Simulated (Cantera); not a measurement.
Charge: 1 mol BN, 0.12 mol O₂, 2.4 mol H₂, held at 0.000290 bar.

Cantera equilibrium calculation (NASA polynomials, part measured and part estimated; ideal gas, pure solids and liquids). Candidate condensed phases: B, BN, B₂O₃, B₃O₃H₃, H₂O; 39 gas species. Rates play no part.

### Question
At 1673 K, list the 5 most abundant gas species with their mole fractions, and the condensed phases.

### Answer
H₂ 0.876, HBO 0.0502, N₂ 0.0444, B₂O₂ 0.0141, BO 0.00741. Condensed: BN(s).
